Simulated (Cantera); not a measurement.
Feed: 1 mol MgO, 52 mol HCl, 1.6 mol N₂, at 1327 °C and 4.40 mbar.

Equilibrium computed with Cantera from the NASA thermochemical tables; the gas is ideal and each condensed phase is pure. Candidate condensed phases: H₂O, Mg, MgCl₂, MgO, Mg(OH)₂, NH₄Cl; 38 gas species. The numbers say what is thermodynamically allowed, not how fast it happens.

Base state: HCl 0.920, N₂ 0.0297, MgCl₂ 0.0186, H₂O 0.0186, Cl 0.00892, H₂ 0.00447, H 5.48e-5, Cl₂ 2.90e-5 (mole fractions); condensed: gas only.

Task: What changes in the equilibrium state with this change: temperature from 1327 °C to 1675 °C?

Result: 
```tsv
species	before	after
HCl	0.920	0.840
Cl	0.00892	0.0622
H₂	0.00447	0.0298
H₂O	0.0186	0.0179
MgCl₂	0.0186	0.0180
N₂	0.0297	0.0289
Mg	2.24e-8	1.75e-5
O	9.09e-8	1.17e-5
```

Task: What changes in the equilibrium state with this change: MgO replaced by Fe₂O₃?

Result: 
| species | before | after |
|---|---|---|
| HCl | 0.920 | 0.845 |
| H₂O | 0.0186 | 0.0540 |
| FeCl₂ | 0 | 0.0366 |
| MgCl₂ | 0.0186 | 0 |
| Cl | 0.00892 | 0.0343 |
| N₂ | 0.0297 | 0.0293 |
| FeCl₃ | 0 | 9.76e-5 |
| O₂ | 1.73e-7 | 0.000448 |
| NO | 3.41e-7 | 1.72e-5 |
Further candidate phases: Fe, FeCl₂, FeCl₃, FeO, Fe(OH)₂, Fe(OH)₃, Fe₂O₃, Fe₃O₄.

Task: What changes in the equilibrium state with this change: pressure from 4.40 mbar to 13.3 mbar?

Result: 
```
species   before    after
-------  -------  -------
HCl        0.920    0.924
N₂        0.0297   0.0298
MgCl₂     0.0186   0.0186
Cl       0.00892  0.00616
H₂       0.00447  0.00311
H₂O       0.0186   0.0186
H        5.48e-5  2.63e-5
Cl₂      2.90e-5  4.20e-5
```
